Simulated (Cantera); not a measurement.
A closed system holds: 1 mol AlCl3, a varied amount of N2O, 4.4 mol H2, held at 877 °C and 1000 Pa.

Cantera equilibrium calculation (NASA polynomials, part measured and part estimated; ideal gas, pure solids and liquids). Candidate condensed phases: Al, AlCl3, AlN, Al2O3, H2O, NH4Cl; 45 gas species. The tables' values for AlCl2 are old estimates; treat these amounts as uncertain. Rates play no part.

x: gas mole fraction; n: condensed amount in mol.

| n(N2O) (mol) | x N2 | x H2 | x HCl | x H2O | x O2 | x AlCl3 | n Al2O3(s) |
|---|---|---|---|---|---|---|---|
| 0.88 | 0.134 | 0.535 | 0.268 | 1.34e-6 | <1e-12 | 0.0629 | 0.293 |
| 1.1 | 0.160 | 0.481 | 0.320 | 2.64e-6 | <1e-12 | 0.0388 | 0.367 |
| 1.4 | 0.193 | 0.413 | 0.385 | 9.99e-6 | <1e-12 | 0.00918 | 0.467 |
| 1.7 | 0.224 | 0.355 | 0.395 | 0.0263 | <1e-12 | 7.29e-8 | 0.500 |
| 2.1 | 0.263 | 0.287 | 0.375 | 0.0750 | <1e-12 | 1.30e-8 | 0.500 |
| 2.7 | 0.314 | 0.198 | 0.349 | 0.140 | <1e-12 | 4.12e-9 | 0.500 |
| 3.3 | ? | ? | 0.326 | ? | <1e-12 | ? | 0.500 |
| 4.1 | 0.410 | 0.0300 | 0.300 | 0.260 | <1e-12 | 1.03e-9 | 0.500 |
| 5.1 | 0.449 | ? | ? | 0.257 | ? | ? | 0.500 |
| 6.4 | 0.481 | 3.45e-8 | 0.223 | 0.219 | 0.0746 | 5.48e-10 | 0.500 |
| 8 | 0.510 | 2.37e-8 | 0.189 | 0.186 | 0.114 | 4.23e-10 | 0.500 |
| 10 | 0.535 | 1.74e-8 | 0.158 | 0.156 | 0.149 | 3.23e-10 | 0.500 |
| 12 | 0.553 | 1.39e-8 | 0.136 | 0.135 | 0.175 | 2.57e-10 | 0.500 |

### Question
Fill in the missing entries.

### Answer

- 3.3, x N2: 0.359
- 3.3, x H2: 0.120
- 3.3, x H2O: 0.196
- 3.3, x AlCl3: 2.03e-9
- 5.1, x H2: 6.33e-8
- 5.1, x HCl: 0.262
- 5.1, x O2: 0.0303
- 5.1, x AlCl3: 7.04e-10
